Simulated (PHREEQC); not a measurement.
1.9 g of hydrous ferric oxide (600 m²/g; 0.2 weak and 0.005 strong sites per Fe, Dzombak-Morel constants, diffuse double layer) in 1 kg of water with 0.001 mol/kgw of an inert sodium salt and 2.1 mmol/kgw MnCl2, at 25 °C; the pH is set by adding NaOH or the inert anion's acid. The system is closed to oxygen. The system is closed to CO2. No solid was allowed to form.

Base run: PHREEQC, ion-association model, wateq4f.dat. Each further column changes one thing. The table gives surface charge σ (C/m²).

```tsv
pH	base	background salt from 0.001 to 0.0001 mol/kgw	oxide from 1.9 to 9.5 g/kgw
3	0.322	0.318	?
3.38	0.283	0.278	0.308
4.12	0.193	0.188	?
4.5	0.151	0.146	0.169
4.88	0.115	0.110	0.127
5.62	0.063	0.060	0.066
6	0.045	0.043	0.045
6.38	0.032	0.030	0.029
7.12	0.019	0.017	0.013
7.5	0.016	0.015	0.008
7.88	0.013	0.012	0.004
8.62	0.009	0.008	-0.003
9	0.006	0.006	?
```

What belongs in the gaps?


- 3, oxide from 1.9 to 9.5 g/kgw: 0.339
- 4.12, oxide from 1.9 to 9.5 g/kgw: 0.217
- 9, oxide from 1.9 to 9.5 g/kgw: -0.007

The oxide is taken as insoluble; below pH 4 it would dissolve.
